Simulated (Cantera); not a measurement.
Input (Python, Cantera):

```python
import numpy as np
import cantera as ct

gas = ct.Solution("h2o2.yaml")
gas.TPX = 950, 1900, {'H2': 0.17, 'O2': 1, 'N2': 0.21}
reactor = ct.IdealGasConstPressureReactor(gas, energy="off", clone=False)
net = ct.ReactorNet([reactor])
net.rtol, net.atol = 1e-08, 1e-18
show = ['H2', 'O2', 'H2O', 'HO2', 'OH']
times = np.geomspace(6e-05, 40, 13)

steps = ct.SolutionArray(gas, extra=["t"])
rows = []
print(f"{'t/s':>10s}{'T/K':>9s}{'P/Pa':>11s}" + "".join(f"{s:>11s}" for s in show))
for t in times:
    while net.time < t:
        t_next = net.step()
        steps.append(gas.state, t=t_next)
    rows.append([np.interp(t, steps.t, y) for y in (steps.T, steps.P, *steps(*show).X.T)])
    print(f"{t:10.3e}{rows[-1][0]:9.1f}{rows[-1][1]:11.4g}" + "".join(f"{x:11.3e}" for x in rows[-1][2:]))
rate = np.gradient(steps.T, steps.t)
print("integrator steps:", len(steps.t))
if steps.T.max() > steps.T[0] + 200:
    print(f"time of steepest temperature rise: {steps.t[rate.argmax()]:.4e} s")
gas.TPX = 950, 1900, {'H2': 0.17, 'O2': 1, 'N2': 0.21}
gas.equilibrate("TP")
print(f"equilibrium (TP): T = {gas.T:.1f} K  " + "  ".join(f"{s} {gas[s].X[0]:.3e}" for s in show))
```

Output:

```
       t/s      T/K       P/Pa         H2         O2        H2O        HO2         OH
 6.000e-05    950.0       1900  1.232e-01  7.246e-01  1.270e-12  1.764e-11  1.724e-12
 1.834e-04    950.0       1900  1.232e-01  7.246e-01  2.269e-11  5.456e-11  9.680e-12
 5.608e-04    950.0       1900  1.232e-01  7.246e-01  5.126e-10  1.792e-10  9.185e-11
 1.714e-03    950.0       1900  1.232e-01  7.246e-01  1.247e-07  3.900e-09  1.707e-08
 5.241e-03    950.0       1900  4.549e-02  6.901e-01  5.966e-02  1.367e-05  3.697e-03
 1.602e-02    950.0       1900  1.159e-03  7.039e-01  1.287e-01  1.349e-05  8.296e-04
 4.899e-02    950.0       1900  1.132e-04  7.063e-01  1.310e-01  4.001e-06  1.650e-04
 1.498e-01    950.0       1900  1.388e-05  7.065e-01  1.312e-01  8.363e-07  5.542e-05
 4.579e-01    950.0       1900  1.451e-06  7.066e-01  1.313e-01  1.569e-07  2.207e-05
 1.400e+00    950.0       1900  1.357e-07  7.066e-01  1.313e-01  3.306e-08  9.802e-06
 4.280e+00    950.0       1900  1.994e-08  7.066e-01  1.313e-01  8.426e-09  4.819e-06
 1.308e+01    950.0       1900  4.730e-09  7.066e-01  1.313e-01  2.453e-09  2.533e-06
 4.000e+01    950.0       1900  1.314e-09  7.066e-01  1.313e-01  7.941e-10  1.378e-06
integrator steps: 1734
equilibrium (TP): T = 950.0 K  H2 2.078e-11  O2 7.066e-01  H2O 1.313e-01  HO2 4.241e-10  OH 1.724e-07
```

Computed with Cantera and the H2/O2 subset of GRI-Mech 3.0, which has no nitrogen chemistry. Radical loss at walls, strong at low pressure, is not modelled. The temperature is held fixed by assumption; the heat of reaction is taken as removed at once.
